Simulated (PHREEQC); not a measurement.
A column of 0.1 m (30 cells, dispersivity 0.0035 m, 300 s a shift, diffusion coefficient 3e-10 m²/s) holds 0.035 eq of the database's cation exchanger X per kg of pore water, first in equilibrium with 0.00069 mol/kgw CdCl2, 0.0011 mol/kgw ZnCl2 and 1e-05 mol/kgw HCl. It is flushed with 0.044 mol MgCl2, 0.0053 mol NaCl and 1e-05 mol HCl per kg of water, at 40 °C. Values are for the last cell. The system is closed to CO2. No solid was allowed to form.

Base run: PHREEQC, ion-association model, phreeqc.dat. Each further column changes one thing. The table gives Cd in solution (mol/kgw).

```tsv
pore volumes	base	exchange capacity from 0.035 to 0.018 eq/kgw	dispersivity from 0.0035 to 0.007 m
0	0.000690	0.000690	0.000690
0.3167	0.000690	0.000690	0.000703
0.6167	0.00155	___	0.00334
0.9167	0.00987	0.00622	0.00839
1.217	0.00694	0.00268	0.00525
1.517	0.00203	0.000660	0.00231
1.817	0.000467	0.000134	0.000923
2.117	9.70e-5	___	___
2.417	1.89e-5	4.16e-6	0.000134
2.717	3.53e-6	6.81e-7	5.03e-5
3.017	6.41e-7	1.08e-7	1.87e-5
```

What belongs in the gaps?


- 0.6167, exchange capacity from 0.035 to 0.018 eq/kgw: 0.00154
- 2.117, exchange capacity from 0.035 to 0.018 eq/kgw: 2.44e-5
- 2.117, dispersivity from 0.0035 to 0.007 m: 0.000355

At this temperature some constants are extrapolated from 25 °C, and those without enthalpy data are left unchanged.
